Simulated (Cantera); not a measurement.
Charge: 1 mol Al2O3, 280 mol H2, 10 mol N2, at 0.443 Torr.

Cantera equilibrium calculation (NASA polynomials, part measured and part estimated; ideal gas, pure solids and liquids). Candidate condensed phases: Al, AlN, Al2O3, H2O; 35 gas species. The tables' values for AlOH are old estimates; treat these amounts as uncertain. The numbers say what is thermodynamically allowed, not how fast it happens. All values below are at 1925 K.

Base state: H2 0.927, H 0.0379, N2 0.0338, H2O 0.000782, Al 0.000452, Al2O 4.43e-5, AlOH 2.49e-5 (mole fractions); condensed: Al2O3(s).

Q: What changes in the equilibrium state with this change: Al2O3 replaced by SiO2?

A: 
| species | before | after |
|---|---|---|
| H2 | 0.927 | 0.922 |
| H | 0.0379 | 0.0378 |
| N2 | 0.0338 | 0.0337 |
| SiO | 0 | 0.00337 |
| H2O | 0.000782 | 0.00336 |
| Al | 0.000452 | 0 |
| Al2O | 4.43e-5 | 0 |
| AlOH | 2.49e-5 | 0 |
| Al2O3(s), mol | 0.916 | 0 |
Further candidate phases: Si, SiO2, Si2N2O, Si3N4.
